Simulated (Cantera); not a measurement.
Charge: 1 mol Si2Cl6, 34 mol H2, at 450 Torr.

Points: T (K) = 923, 998, 1073, 1148, 1223, 1298, 1373, 1448.

Cantera's Mixture.equilibrate('TP', solver="vcs", rtol=1e-11, max_steps=5000) on the NASA tables stopped like this:

```
ERROR: FAILURE its = 5001!

*******************************************************************************
CanteraError thrown by MultiPhase::equilibrate:
VCS solver failed. Return code: -1
*******************************************************************************
```

### Question
What got this run through?

### Answer
Several could match; the one computed here: The failure is numerical, not chemical. The same input converged with solver="gibbs", rtol=1e-10, max_steps=50000, and the result passed a check of the equilibrium conditions:
```
log10 of partial pressures in bar; condensed amounts in mol
       T/K        H2       HCL     SiCL4     SiCL2    SiHCL3    Si(cr)
       923    -0.245    -2.548    -1.802    -4.694    -1.947    0.3492
       998    -0.246    -2.252    -1.815    -4.028    -1.969    0.3931
      1073    -0.249    -2.002    -1.842    -3.466    -2.001    0.4565
      1148    -0.252    -1.793    -1.892    -2.993    -2.049     0.536
      1223    -0.257    -1.622    -1.978    -2.600    -2.124    0.6198
      1298    -0.263    -1.487    -2.117    -2.287    -2.238     0.689
      1373    -0.269    -1.390    -2.328    -2.053    -2.406    0.7278
      1448    -0.274    -1.329    -2.619    -1.895    -2.632    0.7362
```

The gas is ideal and each condensed phase is pure. The feed counts by its element totals alone. The tables' values for SiCl3 are old estimates; treat these amounts as uncertain.
